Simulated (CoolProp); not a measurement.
Vapour-liquid equilibrium of R1234yf (1) + R1234ze(E) (2) at 54.9 kPa; x and y are mole fractions of (1).

Model: multi-fluid Helmholtz-energy mixture model, Lemmon 2022 and Thol 2016; pair parameters Bell 2022, in CoolProp.

```json
[
 {"x": "0.05", "bubble temperature, mixture model (°C)": "-32.9", "bubble temperature, Raoult's law (°C)": "-32.8", "y, mixture model": "…", "y, Raoult's law": "0.079"},
 {"x": "0.125", "bubble temperature, mixture model (°C)": "-34.0", "bubble temperature, Raoult's law (°C)": "-33.7", "y, mixture model": "0.196", "y, Raoult's law": "0.190"},
 {"x": "0.2", "bubble temperature, mixture model (°C)": "-34.9", "bubble temperature, Raoult's law (°C)": "-34.6", "y, mixture model": "0.296", "y, Raoult's law": "0.292"},
 {"x": "0.275", "bubble temperature, mixture model (°C)": "-35.8", "bubble temperature, Raoult's law (°C)": "-35.5", "y, mixture model": "0.387", "y, Raoult's law": "0.386"},
 {"x": "0.35", "bubble temperature, mixture model (°C)": "-36.6", "bubble temperature, Raoult's law (°C)": "-36.3", "y, mixture model": "…", "y, Raoult's law": "0.473"},
 {"x": "0.425", "bubble temperature, mixture model (°C)": "-37.4", "bubble temperature, Raoult's law (°C)": "-37.1", "y, mixture model": "0.548", "y, Raoult's law": "0.552"},
 {"x": "0.5", "bubble temperature, mixture model (°C)": "…", "bubble temperature, Raoult's law (°C)": "-37.9", "y, mixture model": "0.620", "y, Raoult's law": "0.626"},
 {"x": "0.575", "bubble temperature, mixture model (°C)": "-38.9", "bubble temperature, Raoult's law (°C)": "-38.7", "y, mixture model": "0.687", "y, Raoult's law": "0.695"},
 {"x": "0.65", "bubble temperature, mixture model (°C)": "-39.6", "bubble temperature, Raoult's law (°C)": "-39.4", "y, mixture model": "0.751", "y, Raoult's law": "0.758"},
 {"x": "0.725", "bubble temperature, mixture model (°C)": "…", "bubble temperature, Raoult's law (°C)": "-40.1", "y, mixture model": "0.810", "y, Raoult's law": "0.817"},
 {"x": "0.8", "bubble temperature, mixture model (°C)": "-40.9", "bubble temperature, Raoult's law (°C)": "-40.8", "y, mixture model": "0.866", "y, Raoult's law": "0.872"},
 {"x": "0.875", "bubble temperature, mixture model (°C)": "-41.5", "bubble temperature, Raoult's law (°C)": "-41.5", "y, mixture model": "0.919", "y, Raoult's law": "0.923"},
 {"x": "0.95", "bubble temperature, mixture model (°C)": "-42.1", "bubble temperature, Raoult's law (°C)": "-42.1", "y, mixture model": "0.969", "y, Raoult's law": "0.970"}
]
```

### Question
Complete the blanks.

### Answer

- 0.05, y, mixture model: 0.083
- 0.35, y, mixture model: 0.471
- 0.5, bubble temperature, mixture model (°C): -38.1
- 0.725, bubble temperature, mixture model (°C): -40.2

The largest gap from Raoult's law is -0.3 K in bubble temperature, at x = 0.275. No azeotrope shows between x = 0.05 and 0.95.

Pair parameters are fitted to limited data, so mixtures are less certain than the pure fluids.
